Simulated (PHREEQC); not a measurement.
Consider water at 25 °C with 0.0071 mol HF, 0.045 mol KF and 0.00089 mol HCl per kg of water. Closed to the air; pH follows from the charge balance.

Equilibrium calculation in PHREEQC: ion-association model, phreeqc.dat.

```json
[
 {"quantity": "pH", "before": "3.89", "after": "3.93"},
 {"quantity": "HF (mol/kgw)", "before": "0.00673", "after": "0.00142"},
 {"quantity": "HF2- (mol/kgw)", "before": "0.00111", "after": "4.85e-5"},
 {"quantity": "SI of Sylvite (KCl)", "before": "-5.47", "after": "-6.78"}
]
```

Question: Name the change that produced these shifts.
A. diluted 5-fold with water
B. temperature from 25 to 30 °C
C. 0.0031 mol/kgw Cu(BF4)2 added
D. HF from 0.0071 to 0.00071 mol/kgw
E. temperature from 25 to 40 °C

Answer: A, diluted 5-fold with water

No solid was allowed to form.
